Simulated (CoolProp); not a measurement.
Properties of 1-butene at several states.

Computed with CoolProp (reference Helmholtz-energy equation of state, Lemmon 2005). It is a short technical equation, of lower accuracy than the large ones.

```json
[
 {"T (K)": "410.2", "p (MPa)": "0.0437", "phase": "gas", "density (kg/m³)": "0.7218", "Joule-Thomson coefficient (K/MPa)": "9.363", "isothermal compressibility (1/MPa)": "22.98", "expansivity (1/kK)": "2.470", "fugacity coefficient": "0.9959"},
 {"T (K)": "306.8", "p (MPa)": "4.48", "phase": "liquid", "density (kg/m³)": "[?]", "Joule-Thomson coefficient (K/MPa)": "-0.2673", "isothermal compressibility (1/MPa)": "0.003162", "expansivity (1/kK)": "2.078", "fugacity coefficient": "[?]"},
 {"T (K)": "112", "p (MPa)": "5.05", "phase": "liquid", "density (kg/m³)": "793.3", "Joule-Thomson coefficient (K/MPa)": "-0.5620", "isothermal compressibility (1/MPa)": "[?]", "expansivity (1/kK)": "1.362", "fugacity coefficient": "[?]"}
]
```

### Question
Fill in the missing entries.

### Answer

- 306.8, density (kg/m³): 585.3
- 306.8, fugacity coefficient: 0.09061
- 112, isothermal compressibility (1/MPa): 0.0004526
- 112, fugacity coefficient: 1.461e-9
